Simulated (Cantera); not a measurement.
**Ignition delay**

Mixture: 32.2 % H2, 13.4 % O2, 50.5 % N2, 3.86 % H2O, at 3750 Torr, adiabatic and at constant volume. Ignition delay is the time to a rise of 400 K.

Computed with Cantera and the H2/O2 subset of GRI-Mech 3.0, which has no nitrogen chemistry. The hydrogen kinetics of GRI-Mech 3.0 are dated; newer H2 mechanisms differ, most at raised pressure.

```csv
T0 (K),delay (ms)
1025,6.06
1100,0.923
1175,0.0749
1250,0.0126
1325,0.00655
1400,0.00431
1475,0.00314
```

| Quantity | Result |
|---|---|
| apparent activation energy between 1325 and 1475 K | 80 kJ/mol |
